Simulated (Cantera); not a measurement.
An isothermal, constant-pressure homogeneous reactor starts with CH4 : H2 = 1 : 130 (molar parts), at 1748 K and 480 Pa. Integrator tolerance rtol = 1e-08.

Computed with Cantera and GRI-Mech 3.0 (53 species, 325 reactions). GRI-Mech 3.0 stops at C3 and has no aromatics, soot or wall deposition, so with more carbon than oxygen in the feed, carbon stays in small species such as C2H2 where larger ones or solid carbon would form. Radical loss at walls, strong at low pressure, is not modelled.

Problem. What does this change do: H2 130 to 25 parts?

Solution. 
| quantity | before | after |
|---|---|---|
| x(CH4) at 10.0 s | 0.000935 (gas-phase equilibrium 2.50e-5) | 0.00101 (gas-phase equilibrium 5.42e-5) |
| x(H2) at 10.0 s | 0.993 (gas-phase equilibrium 0.993) | 0.978 (gas-phase equilibrium 0.978) |
| x(CH2) at 10.0 s | 1.87e-7 (gas-phase equilibrium 6.06e-9) | 2.14e-7 (gas-phase equilibrium 1.33e-8) |
| x(C2H6) at 10.0 s | 4.38e-9 (gas-phase equilibrium 4.94e-12) | 5.30e-9 (gas-phase equilibrium 2.35e-11) |
| x(H) at 10.0 s | 0.00303 (gas-phase equilibrium 0.00331) | 0.00308 (gas-phase equilibrium 0.00328) |
| x(C2H4) at 10.0 s | 7.34e-7 (gas-phase equilibrium 6.04e-7) | 3.12e-6 (gas-phase equilibrium 2.92e-6) |
| x(C2H) at 10.0 s | 7.00e-8 (gas-phase equilibrium 8.75e-8) | 3.94e-7 (gas-phase equilibrium 4.32e-7) |
